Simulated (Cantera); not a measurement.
Feed: 1 mol SiCl4, 0.98 mol H2, equilibrated at 1075 K and 1 atm.

These are equilibrium values from Cantera (NASA tables, ideal gas, pure condensed phases), not measurements of a reactor. Candidate condensed phases: Si; 19 gas species. The tables' values for SiCl3 are old estimates; treat these amounts as uncertain. Kinetics and transport are ignored.

Task: What is the equilibrium state?

Result: 
- x(SiCl4): 0.453
- x(H2): 0.443
- x(HCl): 0.0524
- x(SiHCl3): 0.0476
- x(SiCl3): 0.00303
- x(SiH2Cl2): 0.000585
- x(SiCl2): 0.000320
- x(SiH3Cl): 1.89e-6
- gas amount: 1.984 mol
- log10 activity of Si(s) (absent): -1.58
